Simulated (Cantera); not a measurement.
**Premixed flame**

A freely propagating, adiabatic, planar premixed flame of 7.33 % CO, 4.47 % H₂, 3.37 % CH₄, 14.9 % O₂, 69.9 % N₂, unburnt at 475 K and 0.987 atm; multicomponent transport, grid criteria slope 0.08 and curve 0.16, no radiation.

Computed with Cantera and GRI-Mech 3.0 (53 species, 325 reactions). Burning velocities carry a grid error of a few per cent, more on coarse grids.

| z (mm) | T (K) | u (m/s) | x CO | x H₂ | x CH₄ | x HCN | x C₂H₂ | x HCO |
|---|---|---|---|---|---|---|---|---|
| -1.34 | 475 | 0.877 | 0.0733 | 0.0444 | 0.0337 | <1e-8 | <1e-8 | <1e-8 |
| -0.896 | 475 | 0.876 | 0.0734 | 0.0436 | 0.0338 | <1e-8 | <1e-8 | <1e-8 |
| -0.672 | 476 | 0.877 | 0.0735 | 0.0421 | 0.0338 | <1e-8 | <1e-8 | <1e-8 |
| -0.448 | 487 | 0.895 | 0.0737 | 0.0386 | 0.0337 | <1e-8 | <1e-8 | <1e-8 |
| -0.224 | 665 | 1.22 | 0.0735 | 0.0296 | 0.0295 | <1e-8 | 6.73e-8 | 4.27e-8 |
| -0.112 | 994 | 1.81 | 0.0729 | 0.0229 | 0.0196 | 4.09e-8 | 3.55e-7 | 1.98e-6 |
| 0 | 1370 | 2.49 | 0.0699 | 0.0155 | 0.00538 | 1.20e-7 | 1.05e-6 | 1.94e-5 |
| 0.112 | 1558 | 2.82 | 0.0565 | 0.00893 | 0.000373 | 1.08e-7 | 1.40e-7 | 5.72e-6 |
| 0.224 | 1645 | 2.96 | 0.0428 | 0.00662 | 1.31e-5 | 3.81e-8 | <1e-8 | 4.08e-7 |
| 0.448 | 1749 | 3.12 | 0.0285 | 0.00601 | 2.55e-8 | <1e-8 | <1e-8 | 5.99e-8 |
| 0.896 | 1857 | 3.29 | 0.0199 | 0.00504 | <1e-8 | <1e-8 | <1e-8 | 2.40e-8 |
| 1.79 | 1950 | 3.43 | 0.0146 | 0.00349 | <1e-8 | <1e-8 | <1e-8 | <1e-8 |
| 3.58 | 2020 | 3.54 | 0.00960 | 0.00213 | <1e-8 | <1e-8 | <1e-8 | <1e-8 |
x: mole fraction of selected species; z is measured from the peak of heat release.

The laminar burning velocity comes out as 87.7 cm/s and the thermal thickness comes out as 0.448 mm. The peak x(HCN) comes out as 1.37e-7 and the peak x(C₂H₂) comes out as 1.05e-6. The peak x(HCO) comes out as 2.00e-5. The grid points is 130.
